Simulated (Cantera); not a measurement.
Charge: 1 mol MgO, 0.39 mol C, 0.45 mol H2, 2.5 mol CO, held at 1877 °C and 0.00780 bar.

Cantera equilibrium calculation (NASA polynomials, part measured and part estimated; ideal gas, pure solids and liquids). Candidate condensed phases: C, C6H6, C7H8, C8H18, H2O, Mg, MgCO3, MgO, Mg(OH)2; 116 gas species. The tables' values for MgH are old estimates; treat these amounts as uncertain. Equilibrium is a limit: real reactors are often held back by kinetics, nucleation or transport.

Base state: CO 0.732, Mg 0.128, H2 0.0978, CO2 0.0159, H 0.0149, H2O 0.0109, OH 0.000215, MgOH 0.000197 (mole fractions); condensed: MgO(s).

Question: What changes in the equilibrium state with this change: pressure from 0.00780 bar to 0.0133 bar?

Answer: 
| species | before | after |
|---|---|---|
| CO | 0.732 | 0.746 |
| Mg | 0.128 | 0.120 |
| H2 | 0.0978 | 0.104 |
| CO2 | 0.0159 | 0.0102 |
| H2O | 0.0109 | 0.00728 |
| H | 0.0149 | 0.0118 |
| O | 2.31e-5 | 8.46e-6 |
| OH | 0.000215 | 0.000106 |
| MgO(s), mol | 0.504 | 0.542 |

Question: What changes in the equilibrium state with this change: temperature from 1877 °C to 1350 °C?

Answer: 
```csv
species,before,after
CO,0.732,0.775
H2,0.0978,0.120
Mg,0.128,0.105
H2O,0.0109,2.80e-6
CO2,0.0159,5.81e-6
H,0.0149,0.000272
OH,0.000215,<1e-9
MgO,4.10e-5,<1e-9
O,2.31e-5,<1e-9
"MgO(s), mol",0.504,0.610
```

Question: What changes in the equilibrium state with this change: temperature from 1877 °C to 2152 °C?

Answer: 
```tsv
species	before	after
CO	0.732	0.563
Mg	0.128	0.221
CO2	0.0159	0.0830
H2O	0.0109	0.0357
H	0.0149	0.0408
H2	0.0978	0.0405
O2	1.09e-6	0.00167
O	2.31e-5	0.00458
MgO(s), mol	0.504	0
```
